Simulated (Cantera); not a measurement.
A closed system holds: 1 mol SiH2Cl2, 0.57 mol C3H8, a varied amount of H2, equilibrated at 2550 K and 15.0 mbar.

Equilibrium computed with Cantera from the NASA thermochemical tables; the gas is ideal and each condensed phase is pure. Candidate condensed phases: C, C6H6, C7H8, C8H18, Si, SiC; 109 gas species. The tables' values for SiCl are old estimates; treat these amounts as uncertain. Gases not in the tables: Si2H6 and higher silanes. Kinetics and transport are ignored.

### Question
At 62 mol H2, list the 6 most abundant gas species with their mole fractions, and the condensed phases.

### Answer
H2 0.734, H 0.218, HCl 0.0217, Si 0.01000, C2H2 (acetylene) 0.00830, Cl 0.00454. Condensed: gas only.
